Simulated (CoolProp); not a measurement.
Vapour-liquid equilibrium of fluoroethane (R161) (1) + R1234yf (2) at 0.0631 bar; x and y are mole fractions of (1).

Values from CoolProp's multi-fluid Helmholtz-energy mixture model, Wu 2012 and Lemmon 2022; pair parameters Bell 2016.

```tsv
x	bubble temperature, mixture model (K)	bubble temperature, Raoult's law (K)	y, mixture model	y, Raoult's law
0.05	194.5	194.7	0.091	0.077
0.15	193.4	194.0	0.248	0.220
0.25	192.5	193.3	0.377	0.348
0.35	191.7	192.6	0.486	0.463
0.45	191.1	192.0	0.579	0.568
0.55	190.5	191.3	0.662	0.663
0.65	190.0	190.7	0.738	0.750
0.75	189.6	190.2	0.811	0.829
0.85	189.3	189.6	0.884	0.902
0.95	189.0	189.1	0.960	0.969
```

The largest gap from Raoult's law is -0.9 K in bubble temperature, at x = 0.45. No azeotrope shows between x = 0.05 and 0.95.

Pair parameters are fitted to limited data, so mixtures are less certain than the pure fluids.
